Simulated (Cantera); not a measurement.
Input: 1 mol Si, 1.8 mol HCl, 11 mol H2, held at 598 K and 1 atm.

Equilibrium computed with Cantera from the NASA thermochemical tables; the gas is ideal and each condensed phase is pure. Candidate condensed phases: Si; 19 gas species. The numbers say what is thermodynamically allowed, not how fast it happens.

Base state: H2 0.958, SiHCl3 0.0208, SiCl4 0.0205, SiH2Cl2 0.00106, HCl 2.47e-5, SiH3Cl 1.04e-5 (mole fractions); condensed: Si(s).

Question: What changes in the equilibrium state with this change: temperature from 598 K to 1198.15 K?

Answer: 
```csv
species,before,after
H2,0.958,0.936
HCl,2.47e-5,0.0296
SiCl4,0.0205,0.0156
SiHCl3,0.0208,0.0133
SiCl2,<1e-9,0.00221
SiCl3,6.25e-8,0.00197
SiH3Cl,1.04e-5,4.48e-5
SiH2Cl2,0.00106,0.00147
"Si(s), mol",0.479,0.571
```
The tables' values for SiCl3 are old estimates; treat these amounts as uncertain.

Question: What changes in the equilibrium state with this change: Si replaced by SiCl4?

Answer: 
```tsv
species	before	after
H2	0.958	0.797
HCl	2.47e-5	0.130
SiCl4	0.0205	0.0725
SiHCl3	0.0208	1.16e-5
SiH2Cl2	0.00106	<1e-9
SiH3Cl	1.04e-5	<1e-9
Si(s), mol	0.479	0
```

Question: What changes in the equilibrium state with this change: HCl from 1.8 to 1.1 mol?

Answer: 
```json
[
 {"species": "H2", "before": "0.958", "after": "0.973"},
 {"species": "SiHCl3", "before": "0.0208", "after": "0.0143"},
 {"species": "SiCl4", "before": "0.0205", "after": "0.0122"},
 {"species": "SiH2Cl2", "before": "0.00106", "after": "0.000830"},
 {"species": "HCl", "before": "2.47e-5", "after": "2.19e-5"},
 {"species": "SiH3Cl", "before": "1.04e-5", "after": "9.39e-6"},
 {"species": "Si(s), mol", "before": "0.479", "after": "0.678"}
]
```
